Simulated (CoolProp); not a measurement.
Aqueous ethanol as a coolant, 57 % by mass, freezing at -42.6 °C, 1 atm.

The numbers come from the Melinder's fits for secondary coolants in CoolProp.

```
T (°C)  conductivity (W/(m K))  Prandtl number  density (kg/m³)  viscosity (mPa s)
------  ----------------------  --------------  ---------------  -----------------
-17.1                        ?             156            927.8               13.8
-9.8                     0.285             109                ?               9.35
-2.6                     0.286            79.0            916.1               6.64
4.7                      0.287            59.1            910.2               4.86
11.9                     0.288            45.5            904.3                  ?
19.2                     0.289            35.6            898.4               2.83
26.4                     0.290            28.4            892.5               2.22
33.7                     0.291            22.7            886.5               1.76
```

Task: Some entries are withheld; supply them.

Result: 
- -17.1, conductivity (W/(m K)): 0.284
- -9.8, density (kg/m³): 921.9
- 11.9, viscosity (mPa s): 3.67
